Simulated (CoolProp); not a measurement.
A closed Brayton cycle with carbon dioxide: compressor inlet 319.15 K and 9.1 MPa, high pressure 20.2 MPa, turbine inlet 925 K, compressor efficiency 0.89, turbine efficiency 0.9, recuperator effectiveness 0.9 (on enthalpy, no pinch check). Each further row changes one setting.

Model: reference Helmholtz-energy equation of state, Span 1996, in CoolProp.

| case | thermal efficiency (%) | net work (kJ/kg) | compressor to turbine work | compressor exit (K) | turbine exit (K) |
|---|---|---|---|---|---|
| as stated | [?] | 91.0 | 0.24 | 371.9 | 821.6 |
| turbine inlet 875 K | [?] | [?] | 0.26 | 371.9 | [?] |
| compressor inlet 329.15 K | 34.6 | 83.5 | 0.31 | 392.9 | 821.6 |
| high pressure 17.2 MPa | 32.1 | [?] | 0.23 | 361.2 | 842.0 |
| recuperator effectiveness 0.5 | 19.2 | 91.0 | 0.24 | 371.9 | 821.6 |

Q: What belongs in the gaps?

A: 
- as stated, thermal efficiency (%): 34.8
- turbine inlet 875 K, thermal efficiency (%): 33.8
- turbine inlet 875 K, net work (kJ/kg): 83.9
- turbine inlet 875 K, turbine exit (K): 775.3
- high pressure 17.2 MPa, net work (kJ/kg): 74.8
